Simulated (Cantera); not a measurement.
A closed system holds: 1 mol BCl3, 1.7 mol O2, 1.7 mol H2O, at 1875 K and 9.00 Torr.

These are equilibrium values from Cantera (NASA tables, ideal gas, pure condensed phases), not measurements of a reactor. Candidate condensed phases: B, B2O3, B3O3H3, H2O; 33 gas species. The tables' values for BOCl are old estimates; treat these amounts as uncertain. Kinetics and transport are ignored.

Base state: HCl 0.365, O2 0.258, Cl 0.161, HBO2 0.123, H2O 0.0561, B2O3 0.0227, BO2 0.00672, BOCl 0.00279 (mole fractions); condensed: gas only.

Q: What changes in the equilibrium state with this change: H2O from 1.7 to 1.2 mol?

A: 
```json
[
 {"species": "HCl", "before": "0.365", "after": "0.322"},
 {"species": "O2", "before": "0.258", "after": "0.261"},
 {"species": "Cl", "before": "0.161", "after": "0.240"},
 {"species": "H2O", "before": "0.0561", "after": "0.0197"},
 {"species": "B2O3", "before": "0.0227", "after": "0.0402"},
 {"species": "HBO2", "before": "0.123", "after": "0.0966"},
 {"species": "H2", "before": "0.000106", "after": "3.71e-5"},
 {"species": "Cl2", "before": "0.00157", "after": "0.00351"}
]
```

Q: What changes in the equilibrium state with this change: pressure from 9.00 Torr to 1.00 Torr?

A: 
```
species    before     after
-------  --------  --------
HCl         0.365     0.315
O2          0.258     0.240
Cl          0.161     0.206
BO2       0.00672    0.0103
H2O        0.0561    0.0733
B2O3       0.0227    0.0183
HBO2        0.123     0.126
H         6.17e-5  0.000373
Cl2       0.00157  0.000288
BO        7.74e-6   3.68e-5
H2       0.000106  0.000432
O         0.00111   0.00323
```

Q: What changes in the equilibrium state with this change: pressure from 9.00 Torr to 0.120 Torr?

A: 
| species | before | after |
|---|---|---|
| HCl | 0.365 | 0.259 |
| Cl | 0.161 | 0.252 |
| O2 | 0.258 | 0.219 |
| BO2 | 0.00672 | 0.0152 |
| H2O | 0.0561 | 0.0912 |
| B2O3 | 0.0227 | 0.0146 |
| HBO2 | 0.123 | 0.125 |
| H | 6.17e-5 | 0.00209 |
| Cl2 | 0.00157 | 5.19e-5 |
| BO | 7.74e-6 | 0.000165 |
| H2 | 0.000106 | 0.00163 |
